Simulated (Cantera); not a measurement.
Input (Python, Cantera) and output of one run.

```python
import numpy as np
import cantera as ct

gas_names = [...]  # 151 gases of nasa_gas.yaml made of C, H, N, O, Si
cond_names = """
    C(gr) C6H6(L) C7H8(L) C8H18(L),n-octa H2O(s) H2O(L) Si(cr) Si(L) SiC(b) SiO2(Lqz) SiO2(hqz) SiO2(L)
    Si2N2O(s) Si3N4(a)
""".split()


# ... load() reads the species with a 1 bar reference pressure and builds the phases ...
atoms = {
    'SiC': {'Si': 1, 'C': 1},
    'H2O': {'H': 2, 'O': 1},
    'N2': {'N': 2},
    'N2O': {'N': 2, 'O': 1},
}
top_T = {'C(gr)': 4500, 'SiC(b)': 3050, 'Si2N2O(s)': 2100, 'Si3N4(a)': 2400}  # K; cautious upper limits of use, not melting points


# ... equilibrate(T, P, feed) seeds the gas with the atoms and calls Mixture.equilibrate('TP', solver="vcs", rtol=1e-11, max_steps=5000) ...
results = []
feed = {'SiC': 1, 'H2O': 0.028, 'N2': 20, 'N2O': 0.49}  # mol
P = 120  # Pa
for T in [923, 1023, 1123, 1223, 1323, 1423, 1523, 1623]:
    mix = equilibrate(T, P, feed)
    results.append((T, P, feed, dict(zip(mix.species_names, mix.species_moles))))

top = {s: max(r[3][s] / sum(r[3][g] for g in gas_names) for r in results) for s in gas_names}
cols = sorted((s for s in top if top[s] > 1e-06), key=lambda s: -top[s])[:9]
seen = [c for c in cond_names if any(r[3].get(c, 0) > 1e-12 for r in results)]
print("log10 of partial pressures in bar; condensed amounts in mol")
print(f"{'T/K':>10s}" + "".join(f"{s[:9]:>10s}" for s in cols + seen))
for T, P, feed, n in results:
    ng = sum(n[g] for g in gas_names)
    print(f"{T:10.4g}" + "".join(f"{np.log10(max(n[s] / ng * P / 1e5, 1e-99)):10.3f}" for s in cols)
          + "".join(f"{n.get(c, 0):10.4g}" for c in seen))
```

It prints:

```
log10 of partial pressures in bar; condensed amounts in mol
       T/K        N2        CO       SiO        H2         H        Si       HCN     C(gr)    SiC(b) Si2N2O(s)
       923    -2.922    -5.967   -16.119    -5.775   -12.499   -27.151   -10.214     0.982         0       0.5
      1023    -2.922    -5.967   -13.787    -5.776   -11.271   -22.378    -9.477     0.982         0       0.5
      1123    -2.922    -5.967   -11.877    -5.776   -10.259   -18.463    -8.873     0.982         0       0.5
      1223    -2.922    -5.967   -10.284    -5.776    -9.410   -15.194    -8.368    0.9819         0       0.5
      1323    -2.922    -5.758    -8.832    -5.778    -8.689   -12.530    -7.941    0.9483   0.02233    0.4888
      1423    -2.929    -4.699    -7.009    -5.792    -8.074   -10.818    -7.858         0    0.6551    0.1716
      1523    -2.929    -4.713    -5.744    -5.795    -7.534    -9.025    -8.086         0     0.665    0.1519
      1623    -2.932    -4.830    -4.831    -5.809    -7.065    -7.500    -8.249         0    0.7407         0
```

Equilibrium computed with Cantera from the NASA thermochemical tables; the gas is ideal and each condensed phase is pure. Mutual solubility and eutectic melting of coexisting phases are not modelled.
